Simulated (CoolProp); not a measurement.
Properties of R152A along the isobar 0.503 MPa (Tc = 113.3 °C, pc = 4.517 MPa, ω = 0.275).

Computed with CoolProp (reference Helmholtz-energy equation of state, Outcalt 1996). It is a modified Benedict-Webb-Rubin equation, recast in Helmholtz form.

```tsv
T (°C)	phase	cv (kJ/(kg K))	Prandtl number
71.05	gas	…	…
83.95	gas	…	0.813
96.95	gas	…	0.805
109.95	gas	…	0.800
122.95	gas	…	0.797
135.95	gas	1.163	0.795
148.95	gas	…	0.794
161.95	gas	…	0.794
174.95	gas	1.241	0.794
187.85	gas	1.267	0.795
200.85	gas	1.292	0.797
213.85	gas	1.317	0.798
226.85	gas	1.341	0.800
```

**Question.** What belongs in the gaps?

**Answer.** 
- 71.05, cv (kJ/(kg K)): 1.038
- 71.05, Prandtl number: 0.825
- 83.95, cv (kJ/(kg K)): 1.062
- 96.95, cv (kJ/(kg K)): 1.086
- 109.95, cv (kJ/(kg K)): 1.111
- 122.95, cv (kJ/(kg K)): 1.137
- 148.95, cv (kJ/(kg K)): 1.189
- 161.95, cv (kJ/(kg K)): 1.215

Viscosity comes from a separate model (Bell 2016), an estimate that may be off by 10 % or more. Thermal conductivity comes from a separate model (Krauss 1996).
